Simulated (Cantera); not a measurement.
Cantera run, input and output.

```python
import numpy as np
import cantera as ct

gas = ct.Solution("gri30.yaml")
gas.TPX = 1375, 1333, {'N2O': 1, 'O2': 0.063}
reactor = ct.IdealGasConstPressureReactor(gas, energy="off", clone=False)
net = ct.ReactorNet([reactor])
net.rtol, net.atol = 1e-08, 1e-18
show = ['N2O', 'O2', 'O', 'NO', 'NO2', 'N2']
times = np.geomspace(2e-06, 7, 12)

steps = ct.SolutionArray(gas, extra=["t"])
rows = []
print(f"{'t/s':>10s}{'T/K':>9s}{'P/Pa':>11s}" + "".join(f"{s:>11s}" for s in show))
for t in times:
    while net.time < t:
        t_next = net.step()
        steps.append(gas.state, t=t_next)
    rows.append([np.interp(t, steps.t, y) for y in (steps.T, steps.P, *steps(*show).X.T)])
    print(f"{t:10.3e}{rows[-1][0]:9.1f}{rows[-1][1]:11.4g}" + "".join(f"{x:11.3e}" for x in rows[-1][2:]))
rate = np.gradient(steps.T, steps.t)
print("integrator steps:", len(steps.t))
if steps.T.max() > steps.T[0] + 200:
    print(f"time of steepest temperature rise: {steps.t[rate.argmax()]:.4e} s")
gas.TPX = 1375, 1333, {'N2O': 1, 'O2': 0.063}
gas.equilibrate("TP")
print(f"equilibrium (TP): T = {gas.T:.1f} K  " + "  ".join(f"{s} {gas[s].X[0]:.3e}" for s in show))
```

Output:

```
       t/s      T/K       P/Pa        N2O         O2          O         NO        NO2         N2
 2.000e-06   1375.0       1333  9.407e-01  5.927e-02  1.383e-07  1.903e-10  4.566e-20  1.393e-07
 7.869e-06   1375.0       1333  9.407e-01  5.927e-02  5.386e-07  2.838e-09  2.659e-18  5.526e-07
 3.096e-05   1375.0       1333  9.407e-01  5.927e-02  2.034e-06  4.285e-08  1.878e-16  2.244e-06
 1.218e-04   1375.0       1333  9.407e-01  5.927e-02  6.842e-06  5.967e-07  1.573e-14  9.775e-06
 4.794e-04   1375.0       1333  9.407e-01  5.928e-02  1.584e-05  6.440e-06  1.231e-12  4.750e-05
 1.886e-03   1375.0       1333  9.404e-01  5.935e-02  1.924e-05  4.123e-05  4.576e-11  2.220e-04
 7.422e-03   1375.0       1333  9.392e-01  5.964e-02  1.926e-05  1.829e-04  8.804e-10  9.187e-04
 2.920e-02   1375.0       1333  9.348e-01  6.078e-02  1.926e-05  7.383e-04  1.348e-08  3.649e-03
 1.149e-01   1375.0       1333  9.177e-01  6.518e-02  1.926e-05  2.890e-03  1.658e-07  1.423e-02
 4.521e-01   1375.0       1333  8.541e-01  8.153e-02  1.926e-05  1.087e-02  1.292e-06  5.348e-02
 1.779e+00   1375.0       1333  6.527e-01  1.333e-01  1.923e-05  3.614e-02  6.266e-06  1.778e-01
 7.000e+00   1375.0       1333  2.575e-01  2.350e-01  1.909e-05  8.563e-02  2.071e-05  4.218e-01
integrator steps: 586
equilibrium (TP): T = 1375.0 K  N2O 4.964e-09  O2 3.598e-01  O 3.329e-06  NO 7.444e-04  NO2 9.108e-07  N2 6.394e-01
```

Cantera simulation using GRI-Mech 3.0 (53 species, 325 reactions); the numbers are that mechanism's predictions, not measurements. GRI-Mech 3.0 was tuned for natural gas; its chemistry of N2O as a main component is partial and can be far from experiment. Radical loss at walls, strong at low pressure, is not modelled. The mechanism lacks the step 2 NO + O2 → 2 NO2, which can matter for NO2 below about 1400 K. The temperature is held fixed by assumption; the heat of reaction is taken as removed at once.
